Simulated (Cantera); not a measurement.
Feed: 1 mol FeS, 0.28 mol O2, 0.18 mol H2O, held at 1000 K and 1.00 bar.

Equilibrium computed with Cantera from the NASA thermochemical tables; the gas is ideal and each condensed phase is pure. Candidate condensed phases: Fe, FeO, Fe(OH)2, Fe(OH)3, FeS, FeSO4, FeS2, Fe2O3, Fe2(SO4)3, Fe3O4, H2O, H2SO4, S; 22 gas species. FeS: taken at fixed stoichiometry. Gases not in the tables: S3 to S7. Rates play no part.

Base state: H2O 0.504, SO2 0.469, S2 0.0134, H2S 0.0118, S2O 0.00157, H2 0.000752, SO 1.53e-5 (mole fractions); condensed: FeS(s) + Fe3O4(s).

Problem. What changes in the equilibrium state with this change: O2 from 0.28 to 3.6 mol?

Solution. 
| species | before | after |
|---|---|---|
| O2 | <1e-9 | 0.570 |
| SO3 | 4.96e-8 | 0.210 |
| SO2 | 0.469 | 0.154 |
| H2O | 0.504 | 0.0656 |
| S2 | 0.0134 | <1e-9 |
| H2S | 0.0118 | <1e-9 |
| S2O | 0.00157 | <1e-9 |
| H2 | 0.000752 | <1e-9 |
| H2SO4 | <1e-9 | 5.91e-5 |
| FeS(s), mol | 0.822 | 0 |
| Fe3O4(s), mol | 0.0593 | 0 |
| Fe2O3(s), mol | 0 | 0.500 |

Problem. What changes in the equilibrium state with this change: temperature from 1000 K to 1648 K?

Solution. 
| species | before | after |
|---|---|---|
| H2O | 0.504 | 0.423 |
| SO2 | 0.469 | 0.419 |
| S2 | 0.0134 | 0.0984 |
| H2 | 0.000752 | 0.0280 |
| H2S | 0.0118 | 0.0166 |
| Fe(OH)2 | 1.49e-9 | 2.38e-5 |
| S | <1e-9 | 6.10e-5 |
| H | <1e-9 | 1.49e-5 |
| OH | <1e-9 | 1.01e-5 |
| SH | 2.60e-6 | 0.00145 |
| FeS(s), mol | 0.822 | 0 |
| Fe3O4(s), mol | 0.0593 | 0 |
| FeO(s), mol | 0 | 0.251 |
| FeS(l), mol | 0 | 0.749 |
Metal and sulfide melt together well below either melting point, which pure phases cannot show. Mutual solubility and eutectic melting of coexisting phases are not modelled. The tables' stoichiometric FeO is somewhat more stable than real wüstite, so its field is too wide. FeO, FeS: taken at fixed stoichiometry.

Problem. What changes in the equilibrium state with this change: temperature from 1000 K to 1225 K?

Solution. 
```
species          before     after
-------------  --------  --------
H2O               0.504     0.496
SO2               0.469     0.452
S2               0.0134    0.0312
H2S              0.0118    0.0136
SH              2.60e-6   4.84e-5
SO              1.53e-5  0.000273
H2             0.000752   0.00415
S2O             0.00157   0.00267
FeS(s), mol       0.822     0.813
Fe3O4(s), mol    0.0593    0.0622
```
Mutual solubility and eutectic melting of coexisting phases are not modelled.
